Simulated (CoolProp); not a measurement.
Properties of dimethyl ether along the isotherm -37.25 °C (Tc = 127.2 °C, pc = 53.37 bar, ω = 0.196).

Model: reference Helmholtz-energy equation of state, Wu 2011, in CoolProp.

```json
[
 {"p (bar)": "22.2", "phase": "liquid", "cp (kJ/(kg K))": "2.200", "cv (kJ/(kg K))": "1.473", "expansivity (1/kK)": "1.746"},
 {"p (bar)": "44.5", "phase": "liquid", "cp (kJ/(kg K))": "2.194", "cv (kJ/(kg K))": "1.475", "expansivity (1/kK)": "1.713"},
 {"p (bar)": "66.7", "phase": "liquid", "cp (kJ/(kg K))": "2.187", "cv (kJ/(kg K))": "1.476", "expansivity (1/kK)": "1.683"},
 {"p (bar)": "88.9", "phase": "liquid", "cp (kJ/(kg K))": "2.182", "cv (kJ/(kg K))": "1.478", "expansivity (1/kK)": "1.655"},
 {"p (bar)": "111", "phase": "liquid", "cp (kJ/(kg K))": "2.176", "cv (kJ/(kg K))": "1.479", "expansivity (1/kK)": "1.628"},
 {"p (bar)": "133", "phase": "liquid", "cp (kJ/(kg K))": "2.171", "cv (kJ/(kg K))": "1.481", "expansivity (1/kK)": "1.602"},
 {"p (bar)": "156", "phase": "liquid", "cp (kJ/(kg K))": "2.166", "cv (kJ/(kg K))": "1.483", "expansivity (1/kK)": "1.576"},
 {"p (bar)": "178", "phase": "liquid", "cp (kJ/(kg K))": "2.162", "cv (kJ/(kg K))": "1.484", "expansivity (1/kK)": "1.553"},
 {"p (bar)": "200", "phase": "liquid", "cp (kJ/(kg K))": "2.158", "cv (kJ/(kg K))": "1.486", "expansivity (1/kK)": "1.531"},
 {"p (bar)": "222", "phase": "liquid", "cp (kJ/(kg K))": "2.154", "cv (kJ/(kg K))": "1.487", "expansivity (1/kK)": "1.510"},
 {"p (bar)": "245", "phase": "liquid", "cp (kJ/(kg K))": "2.149", "cv (kJ/(kg K))": "1.489", "expansivity (1/kK)": "1.488"},
 {"p (bar)": "267", "phase": "liquid", "cp (kJ/(kg K))": "2.146", "cv (kJ/(kg K))": "1.490", "expansivity (1/kK)": "1.469"}
]
```
